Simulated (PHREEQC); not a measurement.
Dissolve 1.8 mmol/kgw HF, 4.8 mmol/kgw NaCl and 0.053 mmol/kgw MnSO4 at 25 °C. Closed to the air; pH follows from the charge balance.

Computed with PHREEQC (ion-association model, phreeqc.dat).

Each row changes one thing in this solution. Precipitation was switched off in this run.

| case | pH | ionic strength (mol/kgw) | HF (mol/kgw) | F- (mol/kgw) | SO4-2 (mol/kgw) | HF2- (mol/kgw) | SI of Halite (NaCl) |
|---|---|---|---|---|---|---|---|
| as made | 3.10 | 0.00586 | 0.000937 | 0.000854 | 4.89e-5 | 3.07e-6 | -6.28 |
| MnSO4 from 5.3e-05 to 0.00053 mol/kgw | 3.11 | 0.00762 | 0.000923 | 0.000867 | 0.000474 | 3.07e-6 | -6.29 |
| temperature from 25 to 10 °C | 3.06 | 0.00594 | 0.000861 | 0.000931 | 4.96e-5 | 2.66e-6 | -6.26 |
| diluted 100-fold with water | 4.76 | 6.77e-5 | 4.53e-7 | 1.75e-5 | 5.29e-7 | 3.05e-11 | -10.22 |
| MnSO4 from 5.3e-05 to 4.77e-05 mol/kgw | 3.10 | 0.00584 | 0.000938 | 0.000854 | 4.41e-5 | 3.07e-6 | -6.28 |

Complexes and solids missing from the database can't appear. At this temperature some constants are extrapolated from 25 °C, and those without enthalpy data are left unchanged.
